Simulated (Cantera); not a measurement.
Feed: 1 mol C2H6, 0.36 mol H2O, at 1.30 mbar.

Equilibrium computed with Cantera from the NASA thermochemical tables; the gas is ideal and each condensed phase is pure. Candidate condensed phases: C, C6H6, C7H8, C8H18, H2O; 110 gas species. Kinetics and transport are ignored.

log p: log10 of the partial pressure in bar; n: condensed amount in mol.

```
T (°C)  log p H2  log p H  log p CO  log p C2H2 (acetylene)  log p C3   log p C2H  n C(graphite)
------  --------  -------  --------  ----------------------  --------  ----------  -------------
1700       -2.95    -4.34     -3.91                   -6.14    -10.85  (withheld)           1.64
1775       -2.96    -4.13     -3.91                   -5.94    -10.06  (withheld)           1.63
1850       -2.97    -3.93     -3.92                   -5.76     -9.32  (withheld)           1.63
1925       -3.00    -3.75     -3.93                   -5.59     -8.63  (withheld)           1.62
2000       -3.03    -3.59     -3.95                   -5.46     -8.00  (withheld)           1.62
2075       -3.08    -3.45     -3.96                   -5.34     -7.40  (withheld)           1.61
2150       -3.14    -3.32     -3.99                   -5.26     -6.84  (withheld)           1.60
2225       -3.23    -3.22     -4.02                   -5.20     -6.32  (withheld)           1.58
```

Problem. What belongs in the gaps?

Solution. 
- 1700, log p C2H: -9.30
- 1775, log p C2H: -8.77
- 1850, log p C2H: -8.27
- 1925, log p C2H: -7.81
- 2000, log p C2H: -7.39
- 2075, log p C2H: -7.00
- 2150, log p C2H: -6.65
- 2225, log p C2H: -6.33
